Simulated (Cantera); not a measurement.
# Pyrogenic steam for wet oxidation

An isothermal, constant-pressure homogeneous reactor starts with 24.4 % H₂, 24.4 % O₂, 51.2 % N₂, equivalence ratio 0.50, at 1200 K and 0.424 atm.

Cantera simulation using the H2/O2 subset of GRI-Mech 3.0, which has no nitrogen chemistry; the numbers are that mechanism's predictions, not measurements. The temperature is held fixed by assumption; the heat of reaction is taken as removed at once.

```
t (s)         x H₂   x O₂       x H       x O      x OH    x H₂O₂
--------  --------  -----  --------  --------  --------  --------
2.00e-5      0.244  0.244   5.07e-7   1.14e-7   6.27e-8  3.23e-10
4.69e-5      0.243  0.244  0.000228   5.16e-5   2.90e-5   5.78e-8
0.000110    0.0214  0.144    0.0313    0.0118   0.00660   9.91e-6
0.000257   0.00246  0.139  0.000558  0.000906   0.00141   6.78e-6
0.000602  0.000428  0.139   2.60e-5  0.000114  0.000456   2.48e-6
0.00141    7.90e-5  0.139   2.22e-6   2.16e-5  0.000207   8.82e-7
0.00331    1.30e-5  0.139   2.35e-7   5.17e-6  0.000106   3.22e-7
0.00775    2.20e-6  0.139   3.23e-8   1.51e-6   5.78e-5   1.20e-7
0.0181     5.23e-7  0.139   6.08e-9   5.20e-7   3.39e-5   4.74e-8
0.0425     1.73e-7  0.139   1.41e-9   1.99e-7   2.09e-5   1.96e-8
0.0996     6.72e-8  0.139  3.71e-10   8.12e-8   1.33e-5   8.44e-9
0.233      2.99e-8  0.139  1.14e-10   3.58e-8   8.83e-6   3.87e-9
0.547      1.75e-8  0.139  5.00e-11   1.90e-8   6.42e-6   2.12e-9
1.28       1.47e-8  0.139  3.74e-11   1.47e-8   5.64e-6   1.66e-9
3.00       1.45e-8  0.139  3.65e-11   1.43e-8   5.57e-6   1.63e-9
```
x: mole fraction; the columns are a selection and need not sum to one.

Equilibrium at this temperature and pressure: H₂ 1.45e-8, O₂ 0.139, H 3.65e-11, O 1.43e-8, OH 5.57e-6, H₂O₂ 1.63e-9 (gas phase only).
